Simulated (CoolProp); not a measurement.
R134a at several states: Z from the reference equation and from simpler models built on Tc = 374.2 K, pc = 4.059 MPa, ω = 0.327; each cubic takes its own stable root.

Values from CoolProp's reference Helmholtz-energy equation of state, Tillner-Roth 1994.

```
T (K)  p (MPa)   phase  reference  van der Waals  Redlich-Kwong  Peng-Robinson
-----  -------  ------  ---------  -------------  -------------  -------------
212.4   0.0491  liquid   0.001921         0.9867       0.002291       0.001960
454.4    0.231     gas     0.9902         0.9895         0.9890         0.9889
283       5.04  liquid     0.1706         0.2886         0.2046         0.1726
405.5    0.738     gas     0.9507         0.9540         0.9496         0.9461
251.6     2.61  liquid    0.09292         0.1609         0.1111        0.09401
195.5     18.5  liquid     0.7498          1.279         0.8838         0.7706
```

At some of these states van der Waals gives the other phase, because its saturation line lies elsewhere.
